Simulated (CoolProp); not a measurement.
Chlorine along the isobar 11.2 MPa: fugacity coefficient from the reference equation and from simpler models built on Tc = 416.9 K, pc = 7.642 MPa, ω = 0.070; each cubic takes its own stable root.

Values from CoolProp's reference Helmholtz-energy equation of state, Thol 2021.

```csv
T (K),phase,reference,van der Waals,Redlich-Kwong,Soave-Redlich-Kwong,Peng-Robinson
221.6,liquid,?,0.04059,0.004569,0.005313,0.005429
230.1,liquid,0.007560,0.05028,0.007163,0.007978,0.008074
238.6,liquid,0.01105,0.06130,0.01077,0.01159,0.01163
247.1,liquid,0.01566,0.07367,0.01561,0.01633,0.01627
255.6,liquid,0.02158,0.08740,0.02189,0.02241,?
264.1,liquid,0.02902,0.1025,0.02984,0.03003,0.02955
272.6,liquid,0.03815,0.1189,0.03964,0.03936,0.03855
281.1,liquid,0.04914,0.1366,0.05144,0.05058,0.04934
289.6,liquid,0.06214,0.1556,0.06540,0.06384,0.06204
298.1,liquid,0.07729,0.1758,0.08160,0.07927,?
```

### Question
Some entries are withheld; supply them.

### Answer

- 221.6, reference: 0.004995
- 255.6, Peng-Robinson: 0.02218
- 298.1, Peng-Robinson: 0.07679
